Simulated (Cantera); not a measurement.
Input: 1 mol Si, 0.89 mol SF₆, 51 mol N₂, at 750 °C and 750 Torr.

Cantera equilibrium calculation (NASA polynomials, part measured and part estimated; ideal gas, pure solids and liquids). Candidate condensed phases: S, Si, Si₃N₄; 29 gas species. The tables' values for S₂F₂ (SSF₂), SF₃ are old estimates; treat these amounts as uncertain. Equilibrium is a limit: real reactors are often held back by kinetics, nucleation or transport.

### Question
What is the equilibrium state?

### Answer
```
Property                             Result
--------------------------------  ---------
x(N₂)                                 0.971
x(SiF₄)                              0.0190
x(S₂F₂ (SSF₂))                      0.00682
x(SF₄)                              0.00255
x(SF₂)                             0.000601
x(SF₃)                             0.000141
x(SF₆)                              5.30e-6
x(FS₂F (FSSF))                      4.27e-6
gas amount                        52.53 mol
log10 activity of S(l) (absent)       -3.99
log10 activity of Si(s) (absent)     -46.74
```
